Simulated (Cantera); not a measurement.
Adiabatic ignition

An adiabatic, constant-pressure homogeneous reactor starts with 2.83 % C3H8, 19.4 % O2, 73.0 % N2, 4.81 % CO2, at 1750 K and 7500 Torr.

Computed with Cantera and GRI-Mech 3.0 (53 species, 325 reactions). GRI-Mech 3.0 was tuned for natural gas; its chemistry of propane as a main component is partial and can be far from experiment.

| t (s) | T (K) | x C3H8 | x O2 | x CO2 | x CO | x HO2 | x O |
|---|---|---|---|---|---|---|---|
| 1.00e-6 | 1736 | 0.0190 | 0.188 | 0.0476 | 0.000883 | 0.000335 | 2.92e-5 |
| 5.24e-6 | 2574 | <1e-12 | 0.0660 | 0.0788 | 0.0453 | 2.59e-5 | 0.0110 |
| 2.75e-5 | 2831 | <1e-12 | 0.0572 | 0.103 | 0.0239 | 2.02e-5 | 0.00472 |
| 0.000144 | 2826 | <1e-12 | 0.0548 | 0.103 | 0.0237 | 1.93e-5 | 0.00447 |
| 0.000756 | 2812 | <1e-12 | 0.0503 | 0.103 | 0.0234 | 1.77e-5 | 0.00407 |
| 0.00397 | 2811 | <1e-12 | 0.0497 | 0.103 | 0.0234 | 1.75e-5 | 0.00402 |
| 0.0208 | 2811 | <1e-12 | 0.0497 | 0.103 | 0.0234 | 1.75e-5 | 0.00402 |
| 0.109 | 2811 | <1e-12 | 0.0497 | 0.103 | 0.0234 | 1.75e-5 | 0.00402 |
| 0.572 | 2811 | <1e-12 | 0.0497 | 0.103 | 0.0234 | 1.75e-5 | 0.00402 |
| 3.00 | 2811 | <1e-12 | 0.0497 | 0.103 | 0.0234 | 1.75e-5 | 0.00402 |
x: mole fraction; the columns are a selection and need not sum to one.

| Property | Value |
|---|---|
| time of steepest temperature rise | 3.02 µs |
| temperature at 3.00 s | 2811 K |
| equilibrium temperature | 2811 K |
| x(C3H8) at 3.00 s | <1e-12 (gas-phase equilibrium <1e-12) |
| x(O2) at 3.00 s | 0.0497 (gas-phase equilibrium 0.0497) |
| x(CO2) at 3.00 s | 0.103 (gas-phase equilibrium 0.103) |
